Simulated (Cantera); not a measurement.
A freely propagating, adiabatic, planar premixed flame of H2 : O2 : N2 = 1 : 0.82 : 3.08 (molar parts), unburnt at 673 K and 7500 Torr; multicomponent transport, grid criteria slope 0.08 and curve 0.16, no radiation.

Model: the H2/O2 subset of GRI-Mech 3.0, which has no nitrogen chemistry, integrated in Cantera. The hydrogen kinetics of GRI-Mech 3.0 are dated; newer H2 mechanisms differ, most at raised pressure. Burning velocities carry a grid error of a few per cent, more on coarse grids. Lean hydrogen flames are cellular in practice and burn faster than this planar one.

x: mole fraction of selected species; z is measured from the peak of heat release.

```tsv
z (mm)	T (K)	u (m/s)	x H2	x O2	x HO2	x O	x H	x OH
-0.0909	673	2.50	0.202	0.168	1.74e-7	<1e-8	<1e-8	<1e-8
-0.0606	674	2.49	0.198	0.169	[?]	<1e-8	<1e-8	<1e-8
-0.0454	678	2.49	0.191	0.170	7.50e-6	<1e-8	<1e-8	<1e-8
-0.0303	697	2.51	0.174	0.173	6.29e-5	1.57e-7	1.09e-8	1.81e-8
-0.0151	868	3.00	0.126	0.171	0.000794	2.31e-5	4.19e-5	4.78e-5
-0.00757	1164	3.95	0.0870	0.154	0.000943	0.000364	0.000751	0.000641
0	1507	5.07	0.0479	0.124	0.000566	0.00184	0.00284	0.00267
0.00757	1745	5.86	0.0225	0.0985	0.000304	0.00338	0.00385	0.00580
0.0151	1882	6.31	0.0111	0.0857	0.000173	0.00369	0.00314	0.00790
0.0303	2006	6.71	[?]	0.0786	[?]	[?]	[?]	0.00816
0.0606	2078	6.94	0.00152	0.0772	2.64e-5	0.00104	0.000321	0.00581
0.121	2107	7.02	0.000467	0.0774	9.69e-6	0.000343	5.78e-5	0.00351
0.242	2115	7.05	0.000204	0.0776	6.02e-6	0.000166	1.87e-5	0.00249
```

Some entries are withheld; supply them.


- -0.0606, x HO2: 1.49e-6
- 0.0303, x H2: 0.00434
- 0.0303, x HO2: 7.48e-5
- 0.0303, x O: 0.00256
- 0.0303, x H: 0.00138
